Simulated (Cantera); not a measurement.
Low-pressure radical oxidation in H2/O2

A perfectly stirred reactor is fed with 1.38 % H₂, 98.6 % O₂, at 0.0263 atm; it is held at 1173 K, and followed from long to short residence time.

Cantera simulation using the H2/O2 subset of GRI-Mech 3.0, which has no nitrogen chemistry; the numbers are that mechanism's predictions, not measurements. Radical loss at walls, strong at low pressure, is not modelled.

| τ (s) | x H₂ | x O₂ | x H | x HO₂ | x O |
|---|---|---|---|---|---|
| 2.8 | 2.92e-5 | 0.985 | 8.09e-6 | 5.70e-7 | 0.000493 |
| 1.1 | 4.95e-5 | 0.985 | 1.99e-5 | 8.21e-7 | 0.000888 |
| 0.47 | 7.97e-5 | 0.984 | 4.40e-5 | 1.11e-6 | 0.00148 |
| 0.19 | 0.000133 | 0.983 | 9.84e-5 | 1.50e-6 | 0.00246 |
| 0.079 | 0.000221 | 0.982 | 0.000201 | 1.93e-6 | 0.00380 |
| 0.032 | 0.000387 | 0.980 | 0.000379 | 2.43e-6 | 0.00543 |
| 0.013 | 0.000707 | 0.978 | 0.000632 | 2.96e-6 | 0.00688 |
| 0.0055 | 0.00131 | 0.977 | 0.000902 | 3.45e-6 | 0.00759 |
| 0.0023 | 0.00254 | 0.977 | 0.00110 | 3.85e-6 | 0.00730 |
| 0.00093 | 0.00504 | 0.979 | 0.00104 | 3.97e-6 | 0.00570 |
x: mole fraction; the columns are a selection and need not sum to one.
